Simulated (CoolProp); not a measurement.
Vapour-liquid equilibrium of dimethyl carbonate (1) + n-heptane (2) at 0.119 MPa; x and y are mole fractions of (1).

Values from CoolProp's multi-fluid Helmholtz-energy mixture model, Zhou 2011 and Span 2003; pair parameters Bell 2016.

Task: Give the bubble temperature and the first vapour's composition at x = 0.05, 0.35, 0.85. Is there an azeotrope?

Result: x = 0.05: 99.2 °C, y = 0.164; x = 0.35: 88.3 °C, y = 0.520; x = 0.85: 88.7 °C, y = 0.725. y crosses x between x = 0.55 and 0.65: the model has an azeotrope there.

The pair parameters rest on a limited set of measurements; away from them the model extrapolates.
